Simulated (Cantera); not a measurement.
A Cantera script and what it prints.

```python
import numpy as np
import cantera as ct

gas_names = """
    H HNO HNO2 HNO3 HO2 H2 H2O H2O2 N NH NH2 NH3 NH2OH NO NO2 NO3 N2 N2H2 N2H4 N2O O OH O2 O3 Si SiH
    SiH2 SiH3 SiH4 SiN SiO SiO2 Si2 Si2N Si3
""".split()
cond_names = """
    H2O(s) H2O(L) Si(cr) Si(L) SiO2(Lqz) SiO2(hqz) SiO2(L) Si2N2O(s) Si3N4(a)
""".split()


# ... load() reads the species with a 1 bar reference pressure and builds the phases ...
atoms = {
    'Si3N4': {'Si': 3, 'N': 4},
    'H2O': {'H': 2, 'O': 1},
    'H2': {'H': 2},
}
top_T = {'Si2N2O(s)': 2100, 'Si3N4(a)': 2400}  # K; cautious upper limits of use, not melting points


# ... equilibrate(T, P, feed) seeds the gas with the atoms and calls Mixture.equilibrate('TP', solver="vcs", rtol=1e-11, max_steps=5000) ...
results = []
feed = {'Si3N4': 1, 'H2O': 0.19, 'H2': 12}  # mol
P = 10000  # Pa
for T in [798, 898, 998, 1098, 1198, 1298, 1398, 1498, 1598, 1698, 1798, 1898, 1998, 2098]:
    mix = equilibrate(T, P, feed)
    results.append((T, P, feed, dict(zip(mix.species_names, mix.species_moles))))
    x = sorted(zip(gas.X, gas.species_names), reverse=True)
    print(f"T = {T:g} K  P = {P:g} Pa  gas = {mix.phase_moles(0):.4g} mol")
    print("   x: " + "  ".join(f"{s} {v:.3e}" for v, s in x if v > 0.0001))
    print("   condensed (mol): " + ("  ".join(f"{mix.phase(i).name} {mix.phase_moles(i):.4g}"
          for i in range(1, mix.n_phases) if mix.phase_moles(i) > 1e-12) or "none"))
```

Output:

```
T = 798 K  P = 10000 Pa  gas = 12.25 mol
   x: H2 9.948e-01  N2 5.158e-03
   condensed (mol): Si2N2O(s) 0.19  Si3N4(a) 0.8733
T = 898 K  P = 10000 Pa  gas = 12.25 mol
   x: H2 9.948e-01  N2 5.164e-03
   condensed (mol): Si2N2O(s) 0.19  Si3N4(a) 0.8733
T = 998 K  P = 10000 Pa  gas = 12.25 mol
   x: H2 9.948e-01  N2 5.167e-03
   condensed (mol): Si2N2O(s) 0.19  Si3N4(a) 0.8733
T = 1098 K  P = 10000 Pa  gas = 12.25 mol
   x: H2 9.948e-01  N2 5.168e-03
   condensed (mol): Si2N2O(s) 0.19  Si3N4(a) 0.8733
T = 1198 K  P = 10000 Pa  gas = 12.25 mol
   x: H2 9.948e-01  N2 5.168e-03
   condensed (mol): Si2N2O(s) 0.19  Si3N4(a) 0.8733
T = 1298 K  P = 10000 Pa  gas = 12.25 mol
   x: H2 9.948e-01  N2 5.168e-03
   condensed (mol): Si2N2O(s) 0.19  Si3N4(a) 0.8733
T = 1398 K  P = 10000 Pa  gas = 12.25 mol
   x: H2 9.948e-01  N2 5.168e-03
   condensed (mol): Si2N2O(s) 0.19  Si3N4(a) 0.8733
T = 1498 K  P = 10000 Pa  gas = 12.25 mol
   x: H2 9.948e-01  N2 5.170e-03
   condensed (mol): Si2N2O(s) 0.19  Si3N4(a) 0.8733
T = 1598 K  P = 10000 Pa  gas = 12.26 mol
   x: H2 9.946e-01  N2 5.193e-03  H 1.679e-04
   condensed (mol): Si2N2O(s) 0.1892  Si3N4(a) 0.8736
T = 1698 K  P = 10000 Pa  gas = 12.39 mol
   x: H2 9.839e-01  N2 1.504e-02  SiO 5.941e-04  H 4.536e-04
   condensed (mol): Si(L) 0.1804  Si2N2O(s) 0.1826  Si3N4(a) 0.8156
T = 1798 K  P = 10000 Pa  gas = 13.38 mol
   x: H2 9.105e-01  N2 8.522e-02  SiO 3.178e-03  H 1.062e-03
   condensed (mol): Si(L) 1.593  Si2N2O(s) 0.1475  Si3N4(a) 0.3561
T = 1898 K  P = 10000 Pa  gas = 14.4 mol
   x: H2 8.454e-01  N2 1.389e-01  SiO 1.319e-02  H 2.273e-03  Si 1.228e-04
   condensed (mol): Si(L) 2.807
T = 1998 K  P = 10000 Pa  gas = 14.42 mol
   x: H2 8.429e-01  N2 1.387e-01  SiO 1.317e-02  H 4.657e-03  Si 4.253e-04
   condensed (mol): Si(L) 2.801
T = 2098 K  P = 10000 Pa  gas = 14.47 mol
   x: H2 8.380e-01  N2 1.382e-01  SiO 1.313e-02  H 8.908e-03  Si 1.306e-03  SiH 2.060e-04  SiH2 1.513e-04
   condensed (mol): Si(L) 2.784
```

Cantera equilibrium calculation (NASA polynomials, part measured and part estimated; ideal gas, pure solids and liquids). Mutual solubility and eutectic melting of coexisting phases are not modelled. The tables' values for SiN are old estimates; treat these amounts as uncertain. Gases not in the tables: Si2H6 and higher silanes.
